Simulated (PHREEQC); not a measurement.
1 kg of water holding 0.073 mol/kgw K2CO3 meets 20 L of dry gas (CO2 1 by moles) at fixed total pressure, at 5 atm; fugacities by Peng-Robinson. The gases take part in no redox reaction, some water evaporates into the gas, and hydrates or a liquid gas phase aren't modelled. No solid was allowed to form.

Equilibrium calculation in PHREEQC: ion-association model, phreeqc.dat.

| T (°C) | dissolved CO2 (all carbonate carbon) (mol/kgw) | φ of CO2 | pH |
|---|---|---|---|
| 10 | 0.397 | 0.968 | 6.10 |
| 20 | 0.329 | 0.971 | 6.16 |
| 30 | 0.286 | 0.974 | 6.22 |
| 40 | 0.257 | 0.976 | 6.29 |
| 50 | 0.236 | 0.979 | 6.37 |
| 60 | 0.221 | 0.981 | 6.45 |
| 70 | 0.210 | 0.982 | 6.53 |
| 80 | 0.201 | 0.984 | 6.63 |
| 90 | 0.194 | 0.986 | 6.73 |

Species that the database lacks are ignored. At this temperature some constants are extrapolated from 25 °C, and those without enthalpy data are left unchanged.
